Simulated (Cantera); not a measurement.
An adiabatic, constant-pressure homogeneous reactor starts with CO : H₂ : CH₄ : O₂ : N₂ = 1 : 0.16 : 0.15 : 0.463 : 1.74 (molar parts), equivalence ratio 1.9, at 1125 K and 0.370 bar. Integrator tolerance rtol = 1e-08.

Detailed kinetics in Cantera: GRI-Mech 3.0 (53 species, 325 reactions).

Question: What does this change do: pressure from 0.370 bar to 17.0 bar?

Answer: 
| quantity | before | after |
|---|---|---|
| time of steepest temperature rise | 3.32 ms | 0.316 ms |
| temperature at 3.00 s | 2544 K | 2656 K |
| equilibrium temperature | 2544 K | 2656 K |
| x(CO) at 3.00 s | 0.222 (gas-phase equilibrium 0.222) | 0.220 (gas-phase equilibrium 0.220) |
| x(H₂) at 3.00 s | 0.0295 (gas-phase equilibrium 0.0295) | 0.0289 (gas-phase equilibrium 0.0289) |
| x(CH₄) at 3.00 s | <1e-12 (gas-phase equilibrium <1e-12) | 2.59e-11 (gas-phase equilibrium 2.87e-11) |
| x(C₂H₆) at 3.00 s | <1e-12 (gas-phase equilibrium <1e-12) | <1e-12 (gas-phase equilibrium <1e-12) |
| x(C₂H) at 3.00 s | <1e-12 (gas-phase equilibrium <1e-12) | <1e-12 (gas-phase equilibrium <1e-12) |
| x(CH₃) at 3.00 s | <1e-12 (gas-phase equilibrium <1e-12) | 3.08e-11 (gas-phase equilibrium 3.41e-11) |
The pressure lies above the range GRI-Mech 3.0 was tuned for (to about 10 atm).

Question: What does this change do: initial temperature 1125 to 1673 K?

Answer: 
```tsv
quantity	before	after
time of steepest temperature rise	3.32 ms	0.142 ms
temperature at 3.00 s	2544 K	2751 K
equilibrium temperature	2544 K	2751 K
x(CO) at 3.00 s	0.222 (gas-phase equilibrium 0.222)	0.234 (gas-phase equilibrium 0.234)
x(H₂) at 3.00 s	0.0295 (gas-phase equilibrium 0.0295)	0.0299 (gas-phase equilibrium 0.0299)
x(CH₄) at 3.00 s	<1e-12 (gas-phase equilibrium <1e-12)	<1e-12 (gas-phase equilibrium <1e-12)
x(C₂H₆) at 3.00 s	<1e-12 (gas-phase equilibrium <1e-12)	<1e-12 (gas-phase equilibrium <1e-12)
x(C₂H) at 3.00 s	<1e-12 (gas-phase equilibrium <1e-12)	<1e-12 (gas-phase equilibrium <1e-12)
x(CH₃) at 3.00 s	<1e-12 (gas-phase equilibrium <1e-12)	<1e-12 (gas-phase equilibrium <1e-12)
```

Question: What does this change do: pressure from 0.370 bar to 26.0 bar?

Answer: 
```tsv
quantity	before	after
time of steepest temperature rise	3.32 ms	0.279 ms
temperature at 3.00 s	2544 K	2662 K
equilibrium temperature	2544 K	2662 K
x(CO) at 3.00 s	0.222 (gas-phase equilibrium 0.222)	0.220 (gas-phase equilibrium 0.220)
x(H₂) at 3.00 s	0.0295 (gas-phase equilibrium 0.0295)	0.0289 (gas-phase equilibrium 0.0289)
x(CH₄) at 3.00 s	<1e-12 (gas-phase equilibrium <1e-12)	5.95e-11 (gas-phase equilibrium 6.55e-11)
x(C₂H₆) at 3.00 s	<1e-12 (gas-phase equilibrium <1e-12)	<1e-12 (gas-phase equilibrium <1e-12)
x(C₂H) at 3.00 s	<1e-12 (gas-phase equilibrium <1e-12)	<1e-12 (gas-phase equilibrium <1e-12)
x(CH₃) at 3.00 s	<1e-12 (gas-phase equilibrium <1e-12)	5.84e-11 (gas-phase equilibrium 6.42e-11)
```
The pressure lies above the range GRI-Mech 3.0 was tuned for (to about 10 atm).
